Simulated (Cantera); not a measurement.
Charge: 1 mol Pb, 0.018 mol H₂O, a varied amount of CO, at 1375 °C and 13300 Pa.

Cantera equilibrium calculation (NASA polynomials, part measured and part estimated; ideal gas, pure solids and liquids). Candidate condensed phases: C, C₆H₆, C₇H₈, C₈H₁₈, H₂O, Pb, PbO, PbO₂, Pb₃O₄; 113 gas species. Kinetics and transport are ignored.

### Question
Which condensed phases are stable at each of these points (n(CO) (mol)): 0.37, 0.98, 1.6, 2.2, 2.8, 3.4, 4, 4.6, 5.2, 5.8, 6.4?

### Answer
```
n(CO) (mol)  condensed phases  Pb condensed (%)
-----------  ----------------  ----------------
0.37                    Pb(l)              19.3
0.98                 gas only               0.0
1.6                  gas only               0.0
2.2                  gas only               0.0
2.8                  gas only               0.0
3.4                  gas only               0.0
4                    gas only               0.0
4.6                  gas only               0.0
5.2                  gas only               0.0
5.8                  gas only               0.0
6.4                  gas only               0.0
```

At 0.37 mol CO the condensed part is Pb(l). From 0.98 mol CO to 6.4 mol CO nothing is condensed.
